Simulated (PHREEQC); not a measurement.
A made-up water analysis in mmol/kgw, 25 °C, pH 2.8, pe 10.1:

```tsv
constituent	mmol/kgw
Na	5.04
K	4.05
Ca	0.45
Mg	0.254
Cl	0.956
S(6)	9.93
Fe(3)	0.361
Al	2.59
```

Valence states are taken as typed.

Computed with PHREEQC (ion-association model, phreeqc.dat).

### Question
The ionic strength comes out as 0.0232 mol/kgw. What activity coefficients do Ca+2, Fe(OH)2+, FeHSO4+2, Fe(SO4)2-, AlSO4+ get?

### Answer
Ca+2 0.57, Fe(OH)2+ 0.87, FeHSO4+2 0.56, Fe(SO4)2- 0.86, AlSO4+ 0.86.

No solid was allowed to form. Examples of supersaturated solids here: Jarosite-K, Hematite (slow to form). Others may be too. Species that the database lacks are ignored.
